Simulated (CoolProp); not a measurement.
Hydrogen sulfide along the isotherm 123.25 °C: fugacity coefficient from the reference equation and from simpler models built on Tc = 100.0 °C, pc = 8.999 MPa, ω = 0.101; each cubic takes its own stable root.

Computed with CoolProp (reference Helmholtz-energy equation of state, Lemmon 2006). It is a short technical equation, of lower accuracy than the large ones.

```json
[
 {"p (MPa)": "5.62", "phase": "gas", "reference": "0.8325", "van der Waals": "0.8417", "Redlich-Kwong": "0.8277"},
 {"p (MPa)": "11.2", "phase": "supercritical", "reference": "0.6664", "van der Waals": "0.6760", "Redlich-Kwong": "0.6619"},
 {"p (MPa)": "16.9", "phase": "supercritical", "reference": "0.5140", "van der Waals": "0.5288", "Redlich-Kwong": "0.5157"},
 {"p (MPa)": "22.5", "phase": "supercritical", "reference": "0.4293", "van der Waals": "0.4542", "Redlich-Kwong": "0.4352"},
 {"p (MPa)": "28.1", "phase": "supercritical", "reference": "0.3788", "van der Waals": "0.4119", "Redlich-Kwong": "0.3869"},
 {"p (MPa)": "33.7", "phase": "supercritical", "reference": "0.3463", "van der Waals": "0.3867", "Redlich-Kwong": "0.3558"},
 {"p (MPa)": "39.4", "phase": "supercritical", "reference": "0.3241", "van der Waals": "0.3716", "Redlich-Kwong": "0.3346"},
 {"p (MPa)": "45", "phase": "supercritical", "reference": "0.3091", "van der Waals": "0.3636", "Redlich-Kwong": "0.3204"}
]
```
